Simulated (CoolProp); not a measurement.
A single-stage vapour-compression cycle with CH2F2 (R32): evaporating at 216.15 K (dew point), condensing at 259.15 K (bubble point), superheat 8 K, subcooling 5 K, compressor efficiency 0.85, no pressure losses. Each further row changes one setting.

The numbers come from the reference Helmholtz-energy equation of state, Tillner-Roth 1997 in CoolProp.

| case | cooling COP | pressure ratio | discharge temperature (K) | refrigerating effect (kJ/kg) | volumetric capacity (kJ/m³) |
|---|---|---|---|---|---|
| as stated | 3.54 | 6.61 | 344.0 | 333 | 733 |
| evaporating temperature 221.15 K | 4.20 | 5.08 | [?] | [?] | [?] |
| condensing temperature 254.15 K | 4.09 | 5.50 | [?] | 341 | 751 |
| subcooling 10 K | [?] | 6.61 | 344.0 | 341 | 751 |
| superheat 18 K | 3.46 | 6.61 | [?] | 341 | 715 |
| compressor efficiency 0.75 | [?] | 6.61 | [?] | 333 | 733 |

Question: Complete the blanks.

Answer: 
- evaporating temperature 221.15 K, discharge temperature (K): 332.1
- evaporating temperature 221.15 K, refrigerating effect (kJ/kg): 335
- evaporating temperature 221.15 K, volumetric capacity (kJ/m³): 945
- condensing temperature 254.15 K, discharge temperature (K): 331.3
- subcooling 10 K, cooling COP: 3.63
- superheat 18 K, discharge temperature (K): 357.1
- compressor efficiency 0.75, cooling COP: 3.12
- compressor efficiency 0.75, discharge temperature (K): 357.0
